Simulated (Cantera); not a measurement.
Cantera run:

```python
import numpy as np
import cantera as ct

gas_names = """
    H H2 H2S Ni NiS S SH S2 S8
""".split()
cond_names = """
    Ni(cr) Ni(L) NiS(b) NiS(a) NiS(L) NiS2(s) NiS2(L) Ni3S2(I) Ni3S2(II) Ni3S2(L) Ni3S4(s) S(cr1) S(cr2)
    S(L)
""".split()


# ... load() reads the species with a 1 bar reference pressure and builds the phases ...
atoms = {
    'Ni': {'Ni': 1},
    'H2S': {'H': 2, 'S': 1},
    'H2': {'H': 2},
}
top_T = {'Ni3S4(s)': 620}  # K; cautious upper limits of use, not melting points


# ... equilibrate(T, P, feed) seeds the gas with the atoms and calls Mixture.equilibrate('TP', solver="vcs", rtol=1e-11, max_steps=5000) ...
results = []
feed = {'Ni': 1, 'H2S': 0.39, 'H2': 44}  # mol
T = 1650  # K
P = 1333.22  # Pa
mix = equilibrate(T, P, feed)
results.append((T, P, feed, dict(zip(mix.species_names, mix.species_moles))))
x = sorted(zip(gas.X, gas.species_names), reverse=True)
print(f"T = {T:g} K  P = {P:g} Pa  gas = {mix.phase_moles(0):.4g} mol")
print("   x: " + "  ".join(f"{s} {v:.3e}" for v, s in x if v > 0.0001))
print("   condensed (mol): " + ("  ".join(f"{mix.phase(i).name} {mix.phase_moles(i):.4g}"
      for i in range(1, mix.n_phases) if mix.phase_moles(i) > 1e-12) or "none"))
```

Output:

```
T = 1650 K  P = 1333.22 Pa  gas = 44.47 mol
   x: H2 9.912e-01  H2S 6.220e-03  S2 8.389e-04  SH 8.022e-04  H 7.833e-04
   condensed (mol): Ni(cr) 0.9954
```

These are equilibrium values from Cantera (NASA tables, ideal gas, pure condensed phases), not measurements of a reactor.
